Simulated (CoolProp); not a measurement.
Vapour-liquid equilibrium of R152A (1) + isobutane (2) at 42.75 °C; x and y are mole fractions of (1).

Computed with CoolProp (multi-fluid Helmholtz-energy mixture model, Outcalt 1996 and Bücker 2006; pair parameters Bell 2016).

| x | bubble pressure (MPa) | y at the bubble point | dew pressure at overall composition x (MPa) | liquid density (mol/L) |
|---|---|---|---|---|
| 0.05 | 0.6532 | 0.149 | 0.5962 | 9.164 |
| 0.125 | 0.7563 | 0.298 | 0.6385 | 9.306 |
| 0.2 | 0.8383 | 0.397 | 0.6859 | 9.459 |
| 0.275 | 0.9028 | 0.470 | 0.7391 | 9.627 |
| 0.35 | 0.9533 | 0.527 | 0.7981 | 9.813 |
| 0.425 | 0.9922 | 0.574 | 0.8624 | 10.02 |
| 0.5 | 1.022 | 0.616 | 0.9293 | 10.26 |
| 0.575 | 1.044 | 0.655 | 0.9927 | 10.53 |
| 0.65 | 1.058 | 0.694 | 1.041 | 10.83 |
| 0.725 | 1.066 | 0.735 | 1.065 | 11.18 |
| 0.8 | 1.064 | 0.783 | 1.061 | 11.58 |
| 0.875 | 1.050 | 0.843 | 1.038 | 12.02 |
| 0.95 | 1.016 | 0.925 | 1.004 | 12.53 |

y crosses x between x = 0.725 and 0.8: the model has an azeotrope there.

Pair parameters are fitted to limited data, so mixtures are less certain than the pure fluids.
